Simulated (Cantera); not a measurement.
Feed: 1 mol B₂H₆, 12 mol H₂, at 2025 K and 0.100 bar.

Equilibrium computed with Cantera from the NASA thermochemical tables; the gas is ideal and each condensed phase is pure. Candidate condensed phases: B; 7 gas species. The feed counts by its element totals alone. The tables' values for BH₂ are old estimates; treat these amounts as uncertain. Gases not in the tables: B₂H₆ and higher boranes. Kinetics and transport are ignored.

What is the equilibrium state?


| Quantity | Value |
|---|---|
| x(H₂) | 0.993 |
| x(H) | 0.00607 |
| x(BH₂) | 0.000536 |
| x(BH₃) | 1.20e-5 |
| x(B) | 2.01e-6 |
| x(BH) | 1.33e-6 |
| n(B(s)) | 1.99 mol |
| gas amount | 15.05 mol |
